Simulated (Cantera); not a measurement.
A closed system holds: 1 mol CuO, 4.3 mol CH₄, 6.2 mol N₂, equilibrated at 2030 Torr.

Method: chemical equilibrium by Gibbs-energy minimisation in Cantera with the NASA 1993 tables (ideal gas, pure condensed phases). Candidate condensed phases: C, C₆H₆, C₇H₈, C₈H₁₈, Cu, CuO, Cu(OH)₂, Cu₂O, H₂O; 139 gas species. Equilibrium is a limit: real reactors are often held back by kinetics, nucleation or transport.

x: gas mole fraction; n: condensed amount in mol.

```json
[
 {"T (K)": "825", "x H₂": "0.266", "x N₂": "0.486", "x CH₄": "0.173", "x CO": "0.00670", "x H₂O": "0.0609", "n C(graphite)": "1.94", "n Cu(s)": "1.00"},
 {"T (K)": "875", "x H₂": "0.333", "x N₂": "0.466", "x CH₄": "0.131", "x CO": "0.0137", "x H₂O": "0.0504", "n C(graphite)": "2.30", "n Cu(s)": "1.00"},
 {"T (K)": "925", "x H₂": "(withheld)", "x N₂": "0.446", "x CH₄": "(withheld)", "x CO": "(withheld)", "x H₂O": "(withheld)", "n C(graphite)": "2.59", "n Cu(s)": "1.00"},
 {"T (K)": "975", "x H₂": "0.439", "x N₂": "0.430", "x CH₄": "(withheld)", "x CO": "(withheld)", "x H₂O": "(withheld)", "n C(graphite)": "2.78", "n Cu(s)": "1.00"},
 {"T (K)": "1025", "x H₂": "0.473", "x N₂": "0.417", "x CH₄": "0.0444", "x CO": "0.0472", "x H₂O": "0.0160", "n C(graphite)": "2.91", "n Cu(s)": "1.00"},
 {"T (K)": "1075", "x H₂": "0.497", "x N₂": "0.408", "x CH₄": "0.0300", "x CO": "0.0545", "x H₂O": "0.00923", "n C(graphite)": "3.00", "n Cu(s)": "1.00"},
 {"T (K)": "1125", "x H₂": "0.512", "x N₂": "0.403", "x CH₄": "0.0204", "x CO": "0.0587", "x H₂O": "0.00522", "n C(graphite)": "3.07", "n Cu(s)": "1.00"},
 {"T (K)": "1175", "x H₂": "0.522", "x N₂": "0.399", "x CH₄": "0.0141", "x CO": "0.0609", "x H₂O": "0.00298", "n C(graphite)": "3.13", "n Cu(s)": "1.00"},
 {"T (K)": "1225", "x H₂": "0.529", "x N₂": "0.397", "x CH₄": "0.00992", "x CO": "0.0620", "x H₂O": "0.00174", "n C(graphite)": "3.17", "n Cu(s)": "1.00"},
 {"T (K)": "1275", "x H₂": "0.533", "x N₂": "0.396", "x CH₄": "0.00712", "x CO": "0.0626", "x H₂O": "0.00105", "n C(graphite)": "3.20", "n Cu(s)": "1.000"}
]
```

Question: Complete the blanks.

Answer: 
- 925, x H₂: 0.392
- 925, x CH₄: 0.0942
- 925, x CO: 0.0243
- 925, x H₂O: 0.0382
- 975, x CH₄: 0.0653
- 975, x CO: 0.0365
- 975, x H₂O: 0.0260
